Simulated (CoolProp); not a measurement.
Aqueous potassium formate as a coolant, at -6 °C, 1 atm.

Values from CoolProp's Melinder's fits for secondary coolants.

```csv
mass %,freezing point (°C),cp (kJ/(kg K)),conductivity (W/(m K)),viscosity (mPa s),Prandtl number
16.5,-9.0,3.555,0.531,2.57,17.2
22.3,-13.5,3.345,0.522,2.80,17.9
28,-19.0,3.159,0.513,3.09,19.0
33.7,-25.7,2.993,0.501,3.40,[?]
39.5,[?],2.844,0.488,3.79,22.1
45.2,-44.3,[?],0.473,4.54,26.0
```

### Question
Complete the blanks.

### Answer

- 33.7, Prandtl number: 20.3
- 39.5, freezing point (°C): -34.2
- 45.2, cp (kJ/(kg K)): 2.710
